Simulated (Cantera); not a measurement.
Input (Python, Cantera) and output of one run.

```python
import numpy as np
import cantera as ct

gas_names = """
    O2 Br2
""".split()
cond_names = """
    Mg(L) MgBr2(L) MgO(s)
""".split()


def load(file, names, dense=False):
    # The tables refer to 1 bar. Condensed volumes are neglected.
    table = {s.name: s for s in ct.Species.list_from_file(file)}
    out = []
    for n in names:
        d = dict(table[n].input_data)
        d["thermo"] = dict(d["thermo"], **{"reference-pressure": 1e5})
        if dense:
            d["equation-of-state"] = {"model": "constant-volume", "density": "1e6 g/cm^3"}
        out.append(ct.Species.from_dict(d))
    return out


species = {s.name: s for s in load("nasa_gas.yaml", gas_names) + load("nasa_condensed.yaml", cond_names)}
T = 1175
g = {n: (s.thermo.h(T) - T * s.thermo.s(T)) / (ct.gas_constant * T * np.log(10)) for n, s in species.items()}
valid = cond_names  # the entries whose range holds T


def stable(la, lb):
    # potentials (over RT ln 10) of the two non-metals from log10 p(O2) and log10 p(Br2) in bar
    mu = {}
    mu["O"] = (g["O2"] + la) / 2
    mu["Br"] = (g["Br2"] + lb) / 2
    cost = {}
    for n in valid:
        c = species[n].composition
        cost[n] = (g[n] - sum(c.get(e, 0) * m for e, m in mu.items())) / c["Mg"]
    return min(cost, key=cost.get)


results = []
for lb in [0, -1.4, -2.8, -4.2, -5.7, -7.1, -8.5, -9.9, -11.3, -12.8, -14.2, -15.6, -17]:
    row = [stable(la, lb) for la in [-25, -23.7, -22.4, -21.1, -19.7, -18.4, -17.1, -15.8, -14.5, -13.2, -11.8, -10.5, -9.2, -7.9, -6.6, -5.3, -3.9, -2.6, -1.3, 0]]
    results.append(row)
    print(f"{lb:6.1f}  " + " ".join(f"{valid.index(n):x}" for n in row))
print("key: " + ", ".join(f"{i:x} {n}" for i, n in enumerate(valid)))
```

Result:

```
   0.0  1 1 1 1 1 1 1 1 1 1 1 1 1 2 2 2 2 2 2 2
  -1.4  1 1 1 1 1 1 1 1 1 1 1 2 2 2 2 2 2 2 2 2
  -2.8  1 1 1 1 1 1 1 1 1 2 2 2 2 2 2 2 2 2 2 2
  -4.2  1 1 1 1 1 1 1 2 2 2 2 2 2 2 2 2 2 2 2 2
  -5.7  1 1 1 1 1 2 2 2 2 2 2 2 2 2 2 2 2 2 2 2
  -7.1  1 1 1 2 2 2 2 2 2 2 2 2 2 2 2 2 2 2 2 2
  -8.5  2 2 2 2 2 2 2 2 2 2 2 2 2 2 2 2 2 2 2 2
  -9.9  2 2 2 2 2 2 2 2 2 2 2 2 2 2 2 2 2 2 2 2
 -11.3  2 2 2 2 2 2 2 2 2 2 2 2 2 2 2 2 2 2 2 2
 -12.8  2 2 2 2 2 2 2 2 2 2 2 2 2 2 2 2 2 2 2 2
 -14.2  2 2 2 2 2 2 2 2 2 2 2 2 2 2 2 2 2 2 2 2
 -15.6  2 2 2 2 2 2 2 2 2 2 2 2 2 2 2 2 2 2 2 2
 -17.0  2 2 2 2 2 2 2 2 2 2 2 2 2 2 2 2 2 2 2 2
key: 0 Mg(L), 1 MgBr2(L), 2 MgO(s)
```

Cantera with NASA thermochemical tables; ideal gases at 1 bar, condensed phases pure. Not in the tables: oxide halides.
